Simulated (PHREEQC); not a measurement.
Consider water at 25 °C with 120 mmol/kgw CsOH and 1.7 mmol/kgw H4SiO4. Closed to the air; pH follows from the charge balance.

All values are PHREEQC results (ion-association model, wateq4f.dat), not measurements.

- pH: 12.94
- ionic strength: 0.121 mol/kgw
- total alkalinity: 120 meq/kg

| species | molality | activity | log γ |
|---|---|---|---|
| Cs+ | 0.120 | 0.0925 | -0.113 |
| OH- | 0.117 | 0.0877 | -0.127 |
| H2SiO4-2 | 0.000941 | 0.000343 | -0.439 |
| H3SiO4- | 0.000758 | 0.000573 | -0.122 |
| H4SiO4 | 4.30e-7 | 4.42e-7 | 0.012 |

No solid was allowed to form.
